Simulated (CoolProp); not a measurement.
Vapour-liquid equilibrium of C2F6 (R116) (1) + R143a (2) at 1.17 bar; x and y are mole fractions of (1).

The numbers come from the multi-fluid Helmholtz-energy mixture model, Lemmon 2006 and Lemmon and Jacobsen 2000; pair parameters Bell 2016 in CoolProp.

Problem. Give the bubble temperature and the first vapour's composition at x = 0.125, 0.35, 0.65. Is there an azeotrope?

Solution. x = 0.125: 211.8 K, y = 0.614; x = 0.35: 202.4 K, y = 0.807; x = 0.65: 199.6 K, y = 0.864. No azeotrope shows between x = 0.05 and 0.95.

The pair parameters rest on a limited set of measurements; away from them the model extrapolates. With so large a gap from Raoult's law the liquid may split in two, which this calculation doesn't test in full.
